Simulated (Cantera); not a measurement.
A perfectly stirred reactor is fed with H2 : O2 : N2 = 1 : 0.538 : 1.5 (molar parts), equivalence ratio 0.93, at 690 Torr; it is adiabatic with a 525 K inlet, and is followed from long to short residence time, starting on the burning branch (τ in s: 0.079, 0.032, 0.013, 0.0052, 0.0021, 0.00085, 0.00034, 0.00014, 5.6e-05, 2.3e-05).

Detailed kinetics in Cantera: the H2/O2 subset of GRI-Mech 3.0, which has no nitrogen chemistry.

Q: Predict: blow-out, bracketed by the residence times tried; x(H2) at τ = 79.0 ms; x(O2) at τ = 79.0 ms; x(H2O) at τ = 79.0 ms; x(H) at τ = 79.0 ms; x(O) at τ = 79.0 ms; x(H2) at τ = 0.850 ms; x(O2) at τ = 0.850 ms; x(H2O) at τ = 0.850 ms; x(H) at τ = 0.850 ms; x(O) at τ = 0.850 ms.

A: 
```
Property                                                                          Result
------------------------------------------------  --------------------------------------
blow-out, bracketed by the residence times tried  burning at 23.0 µs, the shortest tried
x(H2) at τ = 79.0 ms                                                              0.0254
x(O2) at τ = 79.0 ms                                                              0.0216
x(H2O) at τ = 79.0 ms                                                              0.344
x(H) at τ = 79.0 ms                                                              0.00697
x(O) at τ = 79.0 ms                                                              0.00391
x(H2) at τ = 0.850 ms                                                             0.0366
x(O2) at τ = 0.850 ms                                                             0.0265
x(H2O) at τ = 0.850 ms                                                             0.321
x(H) at τ = 0.850 ms                                                              0.0151
x(O) at τ = 0.850 ms                                                             0.00707
```
